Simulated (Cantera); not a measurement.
# Adiabatic ignition

An adiabatic, constant-pressure homogeneous reactor starts with 14.0 % CH4, 17.6 % O2, 66.0 % N2, 2.39 % H2O, equivalence ratio 1.6, at 1300 K and 0.947 atm.

Detailed kinetics in Cantera: GRI-Mech 3.0 (53 species, 325 reactions).

```
t (s)     T (K)     x CH4      x O2   x H2O      x NO     x CO2    x NO2    x HCN
--------  -----  --------  --------  ------  --------  --------  -------  -------
6.00e-6    1300     0.140     0.176  0.0239    <1e-12    <1e-12   <1e-12   <1e-12
1.71e-5    1300     0.140     0.176  0.0239    <1e-12    <1e-12   <1e-12   <1e-12
4.89e-5    1300     0.140     0.176  0.0239    <1e-12    <1e-12   <1e-12   <1e-12
0.000139   1300     0.140     0.176  0.0239    <1e-12  6.54e-12   <1e-12   <1e-12
0.000398   1300     0.140     0.176  0.0239    <1e-12  3.13e-10   <1e-12   <1e-12
0.00114    1300     0.140     0.176  0.0239    <1e-12   1.29e-8   <1e-12   <1e-12
0.00324    1301     0.140     0.175  0.0241    <1e-12   1.44e-7   <1e-12   <1e-12
0.00925    1309     0.138     0.174  0.0256    <1e-12   2.54e-6   <1e-12   <1e-12
0.0264     2530  1.06e-12  0.000185   0.176  0.000479    0.0297  1.20e-8  1.84e-8
0.0754     2529  1.08e-12  0.000183   0.176  0.000622    0.0297  1.55e-8  2.33e-8
0.215      2529  1.08e-12  0.000183   0.176  0.000622    0.0297  1.55e-8  2.33e-8
0.614      2529  1.08e-12  0.000183   0.176  0.000622    0.0297  1.55e-8  2.33e-8
1.75       2529  1.08e-12  0.000183   0.176  0.000622    0.0297  1.55e-8  2.33e-8
5.00       2529  1.08e-12  0.000183   0.176  0.000622    0.0297  1.55e-8  2.33e-8
```
x: mole fraction; the columns are a selection and need not sum to one.

```
Quantity                                                               Value
---------------------------------  -----------------------------------------
time of steepest temperature rise                                    16.9 ms
temperature at 5.00 s                                                 2529 K
equilibrium temperature                                               2529 K
x(CH4) at 5.00 s                   1.08e-12 (gas-phase equilibrium 1.23e-12)
x(O2) at 5.00 s                    0.000183 (gas-phase equilibrium 0.000183)
x(H2O) at 5.00 s                         0.176 (gas-phase equilibrium 0.176)
```
